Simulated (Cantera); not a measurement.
A closed system holds: 1 mol Si, 0.79 mol H2, at 752 °C and 13300 Pa.

Cantera equilibrium calculation (NASA polynomials, part measured and part estimated; ideal gas, pure solids and liquids). Candidate condensed phases: Si; 9 gas species. The numbers say what is thermodynamically allowed, not how fast it happens.

Base state: H2 1.00 (mole fractions); condensed: Si(s).

What changes in the equilibrium state with this change: Si replaced by SiCl4?


```tsv
species	before	after
SiCl4	0	0.513
H2	1.00	0.398
HCl	0	0.0450
SiHCl3	0	0.0390
SiCl3	0	0.00403
SiCl2	0	0.000661
Si(s), mol	1.00	0
```
The tables' values for SiCl3 are old estimates; treat these amounts as uncertain.
